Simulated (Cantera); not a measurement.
An isothermal, constant-pressure homogeneous reactor starts with 10.8 % H₂, 17.5 % O₂, 71.7 % N₂, at 950 K and 0.300 bar.

Detailed kinetics in Cantera: the H2/O2 subset of GRI-Mech 3.0, which has no nitrogen chemistry. The temperature is held fixed by assumption; the heat of reaction is taken as removed at once.

x: mole fraction; the columns are a selection and need not sum to one.

```
t (s)         x H₂   x O₂       x H      x OH    x HO₂       x O
--------  --------  -----  --------  --------  -------  --------
0.000300     0.108  0.175   8.42e-9  6.75e-10  6.42e-9   2.20e-9
0.000854     0.108  0.174  0.000252       [?]  3.69e-5   6.26e-5
0.00243    0.00719  0.131   7.96e-5       [?]  3.92e-5  0.000118
0.00693    0.00348  0.129   6.16e-6       [?]  2.74e-5   1.84e-5
0.0197     0.00231  0.129   9.02e-7       [?]  2.00e-5   3.79e-6
0.0562     0.00159  0.128   3.24e-7       [?]  1.51e-5   1.71e-6
0.160     0.000808  0.128   1.13e-7       [?]  9.71e-6   8.51e-7
0.456     0.000247  0.128   2.01e-8       [?]  4.13e-6   2.48e-7
1.30       5.17e-5  0.128   1.64e-9       [?]  1.12e-6   2.87e-8
3.70       1.15e-5  0.128  1.19e-10       [?]  2.79e-7   2.36e-9
10.5       2.61e-6  0.128  1.09e-11       [?]  6.84e-8  2.26e-10
30.0       3.64e-7  0.128    <1e-12       [?]  1.08e-8  2.14e-11
```

### Question
Some entries are withheld; supply them.

### Answer

- 0.000854, x OH: 2.87e-5
- 0.00243, x OH: 9.67e-5
- 0.00693, x OH: 1.62e-5
- 0.0197, x OH: 3.54e-6
- 0.0562, x OH: 1.83e-6
- 0.160, x OH: 1.23e-6
- 0.456, x OH: 7.13e-7
- 1.30, x OH: 2.80e-7
- 3.70, x OH: 9.06e-8
- 10.5, x OH: 3.53e-8
- 30.0, x OH: 2.02e-8
